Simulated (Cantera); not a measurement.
A perfectly stirred reactor is fed with 12.3 % H2, 87.7 % O2, equivalence ratio 0.070, at 18.0 Torr; it is held at 1425 K, and followed from long to short residence time.

Detailed kinetics in Cantera: the H2/O2 subset of GRI-Mech 3.0, which has no nitrogen chemistry. Radical loss at walls, strong at low pressure, is not modelled. The temperature is held fixed by assumption; the heat of reaction is taken as removed at once.

x: mole fraction; the columns are a selection and need not sum to one.

```csv
τ (s),x H2,x O2,x H,x OH,x H2O2,x O,x H2O
2.0,0.000155,0.866,0.000105,0.00236,[?],0.00177,0.129
0.68,0.000311,0.864,0.000307,0.00336,[?],0.00362,0.128
0.23,0.000616,0.860,0.000879,0.00475,[?],0.00729,0.127
0.078,0.00118,0.852,0.00240,0.00659,[?],0.0142,0.124
0.026,0.00216,0.838,0.00600,0.00884,[?],0.0261,0.119
0.0088,0.00355,0.820,0.0123,0.0110,2.11e-7,0.0417,0.111
0.0030,0.00540,0.805,0.0193,0.0128,2.25e-7,0.0549,0.103
0.0010,0.00877,0.798,0.0243,0.0143,[?],0.0595,0.0955
```

Question: What belongs in the gaps?

Answer: 
- 2.0, x H2O2: 6.00e-8
- 0.68, x H2O2: 8.55e-8
- 0.23, x H2O2: 1.18e-7
- 0.078, x H2O2: 1.54e-7
- 0.026, x H2O2: 1.88e-7
- 0.0010, x H2O2: 2.44e-7
